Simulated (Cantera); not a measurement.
# Ignition delay

Mixture: CH₄ : H₂ : O₂ : N₂ = 1 : 0.47 : 5.45 : 20.5 (molar parts), equivalence ratio 0.41, at 2.66 atm, adiabatic and at constant pressure. Ignition delay is the time to a rise of 400 K.

Model: GRI-Mech 3.0 (53 species, 325 reactions), integrated in Cantera. Below about 1000 K GRI-Mech 3.0 lacks low-temperature oxidation paths. Below about 950 K walls govern HO2 and H2O2 in real vessels.

| T0 (K) | delay (ms) |
|---|---|
| 873 | 1270 |
| 973 | 47.9 |
| 1073 | 3.85 |
| 1173 | 1.10 |
| 1273 | 0.448 |
| 1373 | 0.209 |
| 1473 | 0.108 |
| 1573 | 0.0607 |

- apparent activation energy between 1373 and 1573 K: 110 kJ/mol
